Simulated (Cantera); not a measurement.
A closed system holds: 1 mol CO, 0.013 mol O2, at 2750 K and 3800000 Pa.

Method: chemical equilibrium by Gibbs-energy minimisation in Cantera with the NASA 1993 tables (ideal gas, pure condensed phases). Candidate condensed phases: C; 12 gas species. The ideal-gas law is rough above about 30 bar. The numbers say what is thermodynamically allowed, not how fast it happens.

Base state: CO 0.974, CO2 0.0260 (mole fractions); condensed: gas only.

Question: What changes in the equilibrium state with this change: O2 from 0.013 to 0.025 mol?

Answer: 
```csv
species,before,after
CO,0.974,0.950
CO2,0.0260,0.0500
```
